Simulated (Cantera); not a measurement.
**Equilibrium for sublimation and decomposition of ceramics: Si₃N₄ + C + N₂**

Input: 1 mol Si₃N₄, 0.51 mol C, 0.079 mol N₂, at 15.0 Pa.

Equilibrium computed with Cantera from the NASA thermochemical tables; the gas is ideal and each condensed phase is pure. Candidate condensed phases: C, Si, SiC, Si₃N₄; 20 gas species. Mutual solubility and eutectic melting of coexisting phases are not modelled. The tables' values for SiN are old estimates; treat these amounts as uncertain. Equilibrium is a limit: real reactors are often held back by kinetics, nucleation or transport.

| T (°C) | log p N₂ | log p Si | log p SiC₂ | log p Si₂C | log p C | log p CN | log p C₃ | log p Si₂ | n Si(l) | n SiC(s) |
|---|---|---|---|---|---|---|---|---|---|---|
| 1502 | -3.83 | -5.66 | -10.90 | -7.69 | -14.56 | -11.27 | <-15 | -7.91 | 2.46 | 0.510 |
| 1602 | -3.85 | -5.04 | -9.65 | -6.85 | -13.24 | -10.41 | <-15 | -7.17 | 2.35 | 0.508 |
| 1702 | -3.93 | -4.49 | -8.53 | -6.10 | -12.06 | -9.66 | -14.73 | -6.50 | 1.88 | 0.496 |
| 1802 | -4.16 | -4.11 | -7.40 | -5.54 | -10.87 | -8.95 | -12.86 | -6.14 | 0 | 0.421 |
| 1902 | -4.17 | -4.11 | -6.03 | -5.38 | -9.44 | -7.85 | -10.13 | -6.51 | 0 | 0.325 |
| 2002 | -4.20 | -4.11 | -5.23 | -5.45 | -8.37 | -7.09 | -8.31 | -6.83 | 0 | 0 |
| 2102 | -4.21 | -4.10 | -5.17 | -5.84 | -7.72 | -6.73 | -7.68 | -7.11 | 0 | 0 |
| 2202 | -4.21 | -4.09 | -5.16 | -6.23 | -7.15 | -6.41 | -7.15 | -7.37 | 0 | 0 |
| 2302 | -4.22 | -4.09 | -5.18 | -6.61 | -6.64 | -6.13 | -6.71 | -7.62 | 0 | 0 |
| 2402 | -4.22 | -4.09 | -5.25 | -6.98 | -6.19 | -5.90 | -6.36 | -7.85 | 0 | 0 |
| 2502 | -4.23 | -4.09 | -5.37 | -7.36 | -5.80 | -5.71 | -6.14 | -8.07 | 0 | 0 |
| 2602 | -4.24 | -4.08 | -5.58 | -7.75 | -5.49 | -5.59 | -6.07 | -8.27 | 0 | 0 |
log p: log10 of the partial pressure in bar; n: condensed amount in mol.

From 1502 °C to 1702 °C the condensed part is Si(l) + SiC(s). From 1802 °C to 1902 °C the condensed part is SiC(s). From 2002 °C to 2602 °C nothing is condensed. The main Si-bearing gas is Si throughout.
